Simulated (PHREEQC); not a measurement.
Synthetic water in mg/kgw, 20 °C, pH 5.73, pe 11.2:

| constituent | mg/kgw |
|---|---|
| Na | 2.39 |
| K | 2.68 |
| Ca | 0.691 |
| Mg | 0.878 |
| Cl | 2.84 |
| S(6) as SO4 | 5.25 |
| Alkalinity as HCO3 | 5.89 |
| Br | 0.269 |
| Si as SiO2 | 0.00478 |
| N(5) as NO3 | 0.0464 |
| Li | 0.000278 |
| Ni | 0.00357 |

Valence states are taken as typed.

Computed with PHREEQC (ion-association model, wateq4f.dat).

Each row changes one thing in this solution. This is a speciation only: nothing precipitates in the calculation.

```tsv
case	CO2 (mol/kgw)	Ni+2 (mol/kgw)	NaSO4- (mol/kgw)	HSO4- (mol/kgw)	NaHCO3 (mol/kgw)	CO3-2 (mol/kgw)	SI of Quartz (SiO2)
as made	0.000432	5.87e-8	2.50e-8	8.23e-9	5.50e-9	2.38e-9	-3.04
Na from 2.39 to 7.17 mg/kgw	0.000430	5.87e-8	7.40e-8	8.16e-9	1.64e-8	2.40e-9	-3.04
Ni from 0.00357 to 0.0107 mg/kgw	0.000432	1.76e-7	2.49e-8	8.23e-9	5.50e-9	2.38e-9	-3.04
pH from 5.73 to 6.73 at the same alkalinity	4.24e-5	5.22e-8	2.50e-8	8.24e-10	5.40e-9	2.34e-8	-3.04
pH from 5.73 to 5.5 at the same alkalinity	0.000743	5.90e-8	2.49e-8	1.40e-8	5.57e-9	1.42e-9	-3.04
```

The database's nickel carbonate constants are estimates that later reviews lower a good deal.
